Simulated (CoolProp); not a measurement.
Properties of R1234yf along the isobar 4.26 MPa.

Values from CoolProp's reference Helmholtz-energy equation of state, Lemmon 2022.

| T (°C) | phase | cp (kJ/(kg K)) | speed of sound (m/s) | isothermal compressibility (1/MPa) | conductivity (mW/(m K)) | Prandtl number |
|---|---|---|---|---|---|---|
| -42.95 | liquid | 1.179 | 775.2 | 0.001843 | 88.3 | 4.98 |
| -36.95 | liquid | 1.191 | 749.2 | 0.001995 | 86.2 | 4.73 |
| -30.85 | liquid | 1.204 | 722.9 | 0.002168 | 84.1 | 4.52 |
| -24.75 | liquid | 1.217 | 696.9 | 0.002363 | 82.0 | 4.32 |
| -18.75 | liquid | 1.230 | 671.6 | 0.002578 | 80.0 | 4.14 |
| -12.65 | liquid | 1.244 | 646.1 | 0.002825 | 78.0 | 3.98 |
| -6.65 | liquid | 1.259 | 621.1 | 0.003102 | 76.1 | 3.84 |
| -0.55 | liquid | 1.275 | 595.9 | 0.003424 | 74.1 | 3.70 |
| 5.55 | liquid | 1.291 | 570.9 | 0.003795 | 72.2 | 3.58 |
| 11.55 | liquid | 1.308 | 546.4 | 0.004219 | 70.4 | 3.47 |
| 17.65 | liquid | 1.326 | 521.5 | 0.004723 | 68.5 | 3.36 |
| 23.65 | liquid | 1.346 | 497.1 | 0.005309 | 66.8 | 3.26 |

Viscosity comes from a separate model (Bell 2016), an estimate that may be off by 10 % or more. Thermal conductivity comes from a separate model (Perkins 2011).
